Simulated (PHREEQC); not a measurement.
Solution (25 °C): 0.026 mol/kgw HCl, 0.00038 mol/kgw FeSO4 and 0.0053 mol/kgw Fe2(SO4)3. Closed to the air; pH follows from the charge balance.

Computed with PHREEQC (ion-association model, wateq4f.dat).

Precipitation was switched off in this run.

Problem. Estimate the pH, ionic strength.

Solution. pH 1.73; ionic strength 0.0462 mol/kgw.

Problem. In which forms is S present?

Solution. FeSO4+ 46 %, HSO4- 23 %, SO4-2 22 %, FeHSO4+2 4.2 %, Fe(SO4)2- 3.5 % of the S.

Examples of supersaturated solids here: Hematite (slow to form), Goethite (slow to form). Others may be too. Complexes and solids missing from the database can't appear.
